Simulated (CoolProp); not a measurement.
Ammonia at several states: fugacity coefficient from the reference equation and from simpler models built on Tc = 405.6 K, pc = 11.36 MPa, ω = 0.256; each cubic takes its own stable root.

Model: reference Helmholtz-energy equation of state, Gao 2020, in CoolProp.

```tsv
T (K)	p (MPa)	phase	reference	van der Waals	Redlich-Kwong	Soave-Redlich-Kwong	Peng-Robinson
626.5	0.18	gas	0.9989	0.9985	0.9986	0.9991	0.9988
222.6	0.105	liquid	(withheld)	0.9892	0.8043	0.3518	0.3677
338	1.17	gas	0.9261	0.9530	0.9417	(withheld)	(withheld)
550.1	0.64	gas	0.9933	0.9923	0.9924	0.9940	0.9925
279.5	0.282	gas	0.9622	0.9825	0.9763	0.9737	0.9725
```

What belongs in the gaps?


- 222.6, reference: 0.3706
- 338, Soave-Redlich-Kwong: 0.9377
- 338, Peng-Robinson: 0.9334

At some of these states van der Waals gives the other phase, because its saturation line lies elsewhere.
